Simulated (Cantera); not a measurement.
A closed system holds: 1 mol C, 0.32 mol H2O, 51 mol H2, at 3073 K and 0.00590 bar.

Equilibrium computed with Cantera from the NASA thermochemical tables; the gas is ideal and each condensed phase is pure. Candidate condensed phases: C, C6H6, C7H8, C8H18, H2O; 110 gas species. Kinetics and transport are ignored.

Base state: H 0.875, H2 0.117, CO 0.00346, C 0.00307, C3 0.000678, C2H 0.000421, C2 0.000384, C2H2 (acetylene) 0.000295 (mole fractions); condensed: gas only.

**Question.** What changes in the equilibrium state with this change: H2O from 0.32 to 0.034 mol?

**Answer.** 
```csv
species,before,after
H,0.875,0.876
H2,0.117,0.117
C,0.00307,0.00371
CO,0.00346,0.000370
C3,0.000678,0.00119
C2H2 (acetylene),0.000295,0.000430
C2H,0.000421,0.000612
C2,0.000384,0.000558
```

**Question.** What changes in the equilibrium state with this change: pressure from 0.00590 bar to 1.00 bar?

**Answer.** 
| species | before | after |
|---|---|---|
| H2 | 0.117 | 0.811 |
| H | 0.875 | 0.177 |
| CO | 0.00346 | 0.00565 |
| C2H2 (acetylene) | 0.000295 | 0.00561 |
| CH4 | 1.06e-9 | 1.43e-5 |
| CH3 | 1.23e-7 | 4.86e-5 |
| C | 0.00307 | 3.00e-5 |
| C2 | 0.000384 | 6.21e-6 |
